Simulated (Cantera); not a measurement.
Charge: 1 mol Si3N4, a varied amount of Cl2, 7.6 mol N2, held at 502 °C and 3.20 Pa.

Method: chemical equilibrium by Gibbs-energy minimisation in Cantera with the NASA 1993 tables (ideal gas, pure condensed phases). Candidate condensed phases: Si, Si3N4; 13 gas species. Equilibrium is a limit: real reactors are often held back by kinetics, nucleation or transport.

Q: Which condensed phases are stable at each of these points (n(Cl2) (mol)): 2.9, 3.7, 4.5, 5.2, 6, 6.8, 7.6, 8.3, 9.1, 9.9, 11, 12?

A: 
| n(Cl2) (mol) | condensed phases | Si condensed (%) |
|---|---|---|
| 2.9 | Si3N4(s) | 51.7 |
| 3.7 | Si3N4(s) | 38.3 |
| 4.5 | Si3N4(s) | 25.0 |
| 5.2 | Si3N4(s) | 13.3 |
| 6 | gas only | 0.0 |
| 6.8 | gas only | 0.0 |
| 7.6 | gas only | 0.0 |
| 8.3 | gas only | 0.0 |
| 9.1 | gas only | 0.0 |
| 9.9 | gas only | 0.0 |
| 11 | gas only | 0.0 |
| 12 | gas only | 0.0 |

From 2.9 mol Cl2 to 5.2 mol Cl2 the condensed part is Si3N4(s). From 6 mol Cl2 to 12 mol Cl2 nothing is condensed.
